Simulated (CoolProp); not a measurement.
Vapour-liquid equilibrium of R134a (1) + dimethyl ether (2) at 326 K; x and y are mole fractions of (1).

Model: multi-fluid Helmholtz-energy mixture model, Tillner-Roth 1994 and Wu 2011; pair parameters Bell 2016, in CoolProp.

Give the bubble pressure and the first vapour's composition at x = 0.05, 0.35, 0.8. Is there an azeotrope?

x = 0.05: 1.218 MPa, y = 0.046; x = 0.35: 1.217 MPa, y = 0.365; x = 0.8: 1.335 MPa, y = 0.831. y crosses x between x = 0.2 and 0.35: the model has an azeotrope there.

The pair parameters rest on a limited set of measurements; away from them the model extrapolates.
